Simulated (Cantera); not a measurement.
Source: NASA polynomial tables (part measured, part estimated), evaluated in Cantera. Values are per mole of reaction as written; species without (g) are pure solids or liquids, kept so even where they would boil at 1 bar.

### Question
Between 300 and 1825 K, where is each reaction favourable under standard conditions?
- Ti₄O₇ ⇌ O₃(g) + 4 TiO(g)

### Answer
- Ti₄O₇ ⇌ O₃(g) + 4 TiO(g): ΔG° is 3472 kJ at 300 K and 2114 kJ at 1825 K; it stays positive (K < 1). ΔH° is 3634 kJ and ΔS° 833 J/K at 1825 K.
